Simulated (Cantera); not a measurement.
A perfectly stirred reactor is fed with NO : N2 = 1 : 1.5 (molar parts), at 20.0 Torr; it is held at 2175 K, and followed from long to short residence time.

Computed with Cantera and GRI-Mech 3.0 (53 species, 325 reactions). Radical loss at walls, strong at low pressure, is not modelled.

**Question.** What does this change do: temperature 2175 to 1650 K?

**Answer.** 
```csv
quantity,before,after
x(NO) at τ = 8.90 s,0.0582,0.396
x(N2) at τ = 8.90 s,0.769,0.602
x(NO2) at τ = 8.90 s,1.12e-5,3.00e-5
x(N2O) at τ = 8.90 s,9.00e-7,5.29e-5
x(O) at τ = 8.90 s,0.00576,1.42e-5
x(NO) at τ = 0.120 s,0.384,0.400
x(N2) at τ = 0.120 s,0.607,0.600
x(NO2) at τ = 0.120 s,1.63e-5,1.17e-5
x(N2O) at τ = 0.120 s,5.72e-5,1.85e-5
x(O) at τ = 0.120 s,0.00156,7.32e-6
```

**Question.** What does this change do: temperature 2175 to 1550 K?

**Answer.** 
```
quantity                before    after
---------------------  -------  -------
x(NO) at τ = 8.90 s     0.0582    0.399
x(N2) at τ = 8.90 s      0.769    0.601
x(NO2) at τ = 8.90 s   1.12e-5  2.88e-5
x(N2O) at τ = 8.90 s   9.00e-7  4.81e-5
x(O) at τ = 8.90 s     0.00576  3.33e-6
x(NO) at τ = 0.120 s     0.384    0.400
x(N2) at τ = 0.120 s     0.607    0.600
x(NO2) at τ = 0.120 s  1.63e-5  6.39e-6
x(N2O) at τ = 0.120 s  5.72e-5  7.54e-6
x(O) at τ = 0.120 s    0.00156  1.54e-6
```
